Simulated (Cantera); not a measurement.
A closed system holds: 1 mol Si₂Cl₆, 10 mol NH₃, 1.9 mol N₂, at 10.0 Torr.

Equilibrium computed with Cantera from the NASA thermochemical tables; the gas is ideal and each condensed phase is pure. Candidate condensed phases: NH₄Cl, Si, Si₃N₄; 28 gas species. The feed counts by its element totals alone. The tables' values for SiCl, SiCl₃, SiN are old estimates; treat these amounts as uncertain. Gases not in the tables: Si₂H₆ and higher silanes. The numbers say what is thermodynamically allowed, not how fast it happens.

log p: log10 of the partial pressure in bar; n: condensed amount in mol.

| T (K) | log p H₂ | log p N₂ | log p HCl | log p SiCl₂ | log p H | log p Si | n Si₃N₄(s) | n Si(l) |
|---|---|---|---|---|---|---|---|---|
| 1623 | -2.14 | -2.46 | -2.67 | -3.25 | -5.23 | -7.40 | 0.317 | 0 |
| 1673 | -2.14 | -2.45 | -2.74 | -3.15 | -5.01 | -6.74 | 0.226 | 0 |
| 1723 | -2.13 | -2.45 | -2.81 | -3.08 | -4.81 | -6.13 | 0.142 | 0 |
| 1773 | -2.14 | -2.43 | -2.85 | -3.06 | -4.61 | -5.67 | 0 | 0.325 |
| 1823 | -2.14 | -2.43 | -2.84 | -3.06 | -4.43 | -5.35 | 0 | 0.351 |
| 1873 | -2.14 | -2.43 | -2.83 | -3.07 | ___ | ___ | 0 | 0.369 |
| 1923 | -2.14 | -2.43 | -2.82 | -3.08 | -4.10 | -4.77 | 0 | 0.378 |
| 1973 | -2.15 | -2.44 | -2.82 | -3.09 | -3.94 | -4.50 | 0 | 0.370 |
| 2023 | -2.15 | -2.44 | -2.81 | -3.11 | -3.80 | -4.24 | 0 | 0.336 |
| 2073 | -2.16 | -2.44 | -2.81 | -3.12 | ___ | ___ | 0 | ___ |
| 2123 | -2.16 | -2.45 | -2.81 | -3.14 | -3.53 | -3.77 | 0 | 0.120 |

Task: Some entries are withheld; supply them.

Result: 
- 1873, log p H: -4.26
- 1873, log p Si: -5.05
- 2073, log p H: -3.66
- 2073, log p Si: -4.00
- 2073, n Si(l): 0.260
